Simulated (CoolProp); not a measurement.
Vapour-liquid equilibrium of p-xylene (1) + n-decane (2) at 227.55 °C; x and y are mole fractions of (1).

Model: multi-fluid Helmholtz-energy mixture model, Zhou 2012 and Lemmon 2006; pair parameters Bell 2016, in CoolProp.

```
x     bubble pressure, mixture model (bar)  bubble pressure, Raoult's law (bar)  y, mixture model  y, Raoult's law
----  ------------------------------------  -----------------------------------  ----------------  ---------------
0.05                                 3.502                                3.500             0.090            0.098
0.2                                  4.030                                4.027             0.317            0.340
0.35                                 4.555                                4.554             0.496            0.526
0.5                                  5.077                                5.081             0.643            0.673
0.65                                 5.599                                5.608             0.767            0.793
0.8                                  6.126                                6.135             0.875            0.892
0.95                                 6.658                                6.662             0.970            0.975
```

The largest gap from Raoult's law is -0.2 % in bubble pressure, at x = 0.65. No azeotrope shows between x = 0.05 and 0.95.

The pair parameters rest on a limited set of measurements; away from them the model extrapolates.
